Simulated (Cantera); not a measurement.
An adiabatic, constant-volume homogeneous reactor starts with CH3OH : O2 : N2 = 1 : 2.94 : 11.1 (molar parts), at 1450 K and 750 Torr. Integrator tolerance rtol = 1e-08.

Detailed kinetics in Cantera: GRI-Mech 3.0 (53 species, 325 reactions). GRI-Mech 3.0 was tuned for natural gas; its chemistry of methanol as a main component is partial and can be far from experiment.

What does this change do: initial temperature 1450 to 1350 K?


```tsv
quantity	before	after
time of steepest temperature rise	0.421 ms	1.28 ms
temperature at 5.00 s	2589 K	2541 K
equilibrium temperature	2589 K	2541 K
x(CH3OH) at 5.00 s	<1e-12 (gas-phase equilibrium <1e-12)	<1e-12 (gas-phase equilibrium <1e-12)
x(O2) at 5.00 s	0.0835 (gas-phase equilibrium 0.0835)	0.0840 (gas-phase equilibrium 0.0840)
x(H2O) at 5.00 s	0.117 (gas-phase equilibrium 0.117)	0.119 (gas-phase equilibrium 0.119)
x(CH2O) at 5.00 s	1.65e-11 (gas-phase equilibrium 1.65e-11)	1.08e-11 (gas-phase equilibrium 1.08e-11)
x(HCN) at 5.00 s	3.17e-11 (gas-phase equilibrium 3.17e-11)	1.82e-11 (gas-phase equilibrium 1.82e-11)
x(N2O) at 5.00 s	1.14e-6 (gas-phase equilibrium 1.14e-6)	1.08e-6 (gas-phase equilibrium 1.08e-6)
x(NO) at 5.00 s	0.0159 (gas-phase equilibrium 0.0159)	0.0148 (gas-phase equilibrium 0.0148)
```

What does this change do: pressure from 750 Torr to 7500 Torr?


```
quantity                                                              before                                      after
---------------------------------  -----------------------------------------  -----------------------------------------
time of steepest temperature rise                                   0.421 ms                                    58.9 µs
temperature at 5.00 s                                                 2589 K                                     2676 K
equilibrium temperature                                               2589 K                                     2676 K
x(CH3OH) at 5.00 s                     <1e-12 (gas-phase equilibrium <1e-12)      <1e-12 (gas-phase equilibrium <1e-12)
x(O2) at 5.00 s                        0.0835 (gas-phase equilibrium 0.0835)      0.0822 (gas-phase equilibrium 0.0822)
x(H2O) at 5.00 s                         0.117 (gas-phase equilibrium 0.117)        0.121 (gas-phase equilibrium 0.121)
x(CH2O) at 5.00 s                  1.65e-11 (gas-phase equilibrium 1.65e-11)  4.14e-11 (gas-phase equilibrium 4.14e-11)
x(HCN) at 5.00 s                   3.17e-11 (gas-phase equilibrium 3.17e-11)  5.28e-11 (gas-phase equilibrium 5.28e-11)
x(N2O) at 5.00 s                     1.14e-6 (gas-phase equilibrium 1.14e-6)    4.18e-6 (gas-phase equilibrium 4.18e-6)
x(NO) at 5.00 s                        0.0159 (gas-phase equilibrium 0.0159)      0.0182 (gas-phase equilibrium 0.0182)
```
